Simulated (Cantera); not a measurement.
A perfectly stirred reactor is fed with 28.0 % CO, 1.37 % H2, 14.9 % O2, 55.8 % N2, at 750 Torr; it is adiabatic with a 373 K inlet, and is followed from long to short residence time, starting on the burning branch (τ in s: 0.24, 0.11, 0.047, 0.021, 0.0092, 0.0041, 0.0018, 0.00081, 0.00036, 0.00016, 7.1e-05, 3.1e-05, 1.4e-05).

Cantera simulation using GRI-Mech 3.0 (53 species, 325 reactions); the numbers are that mechanism's predictions, not measurements.

One state of this run: T (K) = 1580; x CO = 0.132; x H2 = 0.00122; x O2 = 0.0608; x HO2 = 1.25e-5; x NO2 = 3.34e-8; x NO = 6.51e-5. x: mole fraction; the columns are a selection and need not sum to one.

Question: Which value of τ (s) does it belong to?
(A) 0.00081
(B) 0.00036
(C) 7.1e-5
(D) 0.0041

Answer: B, 0.00036
